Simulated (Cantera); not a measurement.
A perfectly stirred reactor is fed with CH4 : CO2 = 1 : 0.45 (molar parts), at 0.540 bar; it is held at 1775 K, and followed from long to short residence time.

Detailed kinetics in Cantera: GRI-Mech 3.0 (53 species, 325 reactions). GRI-Mech 3.0 stops at C3 and has no aromatics, soot or wall deposition, so with more carbon than oxygen in the feed, carbon stays in small species such as C2H2 where larger ones or solid carbon would form.

Task: What does this change do: CH4 1 to 1.7 parts?

Result: 
```
quantity                 before     after
---------------------  --------  --------
x(CH4) at τ = 0.810 s    0.0270    0.0300
x(CO2) at τ = 0.810 s   0.00865   0.00363
x(HCO) at τ = 0.810 s   2.72e-8   1.96e-8
x(CH3) at τ = 0.810 s  0.000286  0.000297
x(H2O) at τ = 0.810 s    0.0492    0.0291
x(CH4) at τ = 36.0 ms     0.117     0.134
x(CO2) at τ = 36.0 ms    0.0640    0.0369
x(HCO) at τ = 36.0 ms   2.90e-8   1.99e-8
x(CH3) at τ = 36.0 ms   0.00117   0.00123
x(H2O) at τ = 36.0 ms     0.118    0.0814
```

Task: What does this change do: pressure from 0.540 bar to 3.90 bar?

Result: 
```csv
quantity,before,after
x(CH4) at τ = 0.810 s,0.0270,0.0385
x(CO2) at τ = 0.810 s,0.00865,0.00482
x(HCO) at τ = 0.810 s,2.72e-8,7.88e-8
x(CH3) at τ = 0.810 s,0.000286,0.000156
x(H2O) at τ = 0.810 s,0.0492,0.0277
x(CH4) at τ = 36.0 ms,0.117,0.0891
x(CO2) at τ = 36.0 ms,0.0640,0.0339
x(HCO) at τ = 36.0 ms,2.90e-8,4.66e-8
x(CH3) at τ = 36.0 ms,0.00117,0.000380
x(H2O) at τ = 36.0 ms,0.118,0.116
```

Task: What does this change do: pressure from 0.540 bar to 0.350 bar?

Result: 
| quantity | before | after |
|---|---|---|
| x(CH4) at τ = 0.810 s | 0.0270 | 0.0278 |
| x(CO2) at τ = 0.810 s | 0.00865 | 0.00987 |
| x(HCO) at τ = 0.810 s | 2.72e-8 | 2.24e-8 |
| x(CH3) at τ = 0.810 s | 0.000286 | 0.000363 |
| x(H2O) at τ = 0.810 s | 0.0492 | 0.0551 |
| x(CH4) at τ = 36.0 ms | 0.117 | 0.127 |
| x(CO2) at τ = 36.0 ms | 0.0640 | 0.0748 |
| x(HCO) at τ = 36.0 ms | 2.90e-8 | 3.63e-8 |
| x(CH3) at τ = 36.0 ms | 0.00117 | 0.00149 |
| x(H2O) at τ = 36.0 ms | 0.118 | 0.114 |
